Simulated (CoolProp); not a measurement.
Computed with CoolProp (reference Helmholtz-energy equation of state, Lemmon 2022).

**Question.** For R1234yf, give the phase and the cv (kJ/(kg K)), isothermal compressibility (1/MPa), viscosity (µPa s), conductivity (mW/(m K)) at 388.7 K and 6.91 bar.

**Answer.** 
- 388.7 K and 6.91 bar: gas; cv 0.989, isothermal compressibility 1.55, viscosity 16.1, conductivity 21.8

Viscosity comes from a separate model (Bell 2016), an estimate that may be off by 10 % or more. Thermal conductivity comes from a separate model (Perkins 2011).
